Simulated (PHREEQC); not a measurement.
A made-up water analysis in mmol/kgw, 25 °C, pH 6.31, pe 8.3:

```json
[
 {"constituent": "Na", "mmol/kgw": "0.305"},
 {"constituent": "K", "mmol/kgw": "0.0048"},
 {"constituent": "Ca", "mmol/kgw": "0.265"},
 {"constituent": "Mg", "mmol/kgw": "0.0317"},
 {"constituent": "Cl", "mmol/kgw": "0.587"},
 {"constituent": "S(6)", "mmol/kgw": "0.0435"},
 {"constituent": "Alkalinity (meq/kgw)", "mmol/kgw": "0.253"},
 {"constituent": "Si", "mmol/kgw": "0.00194"},
 {"constituent": "Li", "mmol/kgw": "0.00921"},
 {"constituent": "Ni", "mmol/kgw": "0.00241"}
]
```

Valence states are taken as typed.

Computed with PHREEQC (ion-association model, wateq4f.dat).

Precipitation was switched off in this run.

Estimate the charge-balance error.

charge-balance error -0.5 %.

In which forms is Ni present?

Ni+2 84 %, NiCO3 12 %, NiHCO3+ 2.5 % of the Ni.

The database's nickel carbonate constants are estimates that later reviews lower a good deal.
